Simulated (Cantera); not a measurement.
An adiabatic, constant-volume homogeneous reactor starts with 15.1 % CO, 5.87 % H₂, 16.6 % O₂, 62.5 % N₂, equivalence ratio 0.63, at 975 K and 1.00 bar.

Computed with Cantera and GRI-Mech 3.0 (53 species, 325 reactions).

One state of this run: T (K) = 2608; P (bar) = 2.44; x CO = 0.0225; x H₂ = 0.00141; x O₂ = 0.0676; x HO₂ = 7.60e-6; x H₂O₂ = 2.07e-7; x N₂O = 1.17e-6. x: mole fraction; the columns are a selection and need not sum to one.

Question: Which value of t (s) does it belong to?
A. 6.69e-5
B. 6.00
C. 1.00e-5
D. 2.59e-5

Answer: B, 6.00
